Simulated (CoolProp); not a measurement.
n-undecane at 465.34 K and 7.56 MPa is throttled through a valve to 3.85 MPa with no heat exchange. Each further row changes one setting.

Computed with CoolProp (reference Helmholtz-energy equation of state, Aleksandrov 2011). It is a short technical equation, of lower accuracy than the large ones.

```json
[
 {"case": "as stated", "temperature change (K)": "(withheld)", "final density (kg/m³)": "(withheld)"},
 {"case": "outlet pressure 1.16 MPa", "temperature change (K)": "(withheld)", "final density (kg/m³)": "(withheld)"},
 {"case": "outlet pressure 5 MPa", "temperature change (K)": "(withheld)", "final density (kg/m³)": "613"}
]
```

**Question.** Some entries are withheld; supply them.

**Answer.** 
- as stated, temperature change (K): +0.8
- as stated, final density (kg/m³): 611
- outlet pressure 1.16 MPa, temperature change (K): +1.4
- outlet pressure 1.16 MPa, final density (kg/m³): 604
- outlet pressure 5 MPa, temperature change (K): +0.6
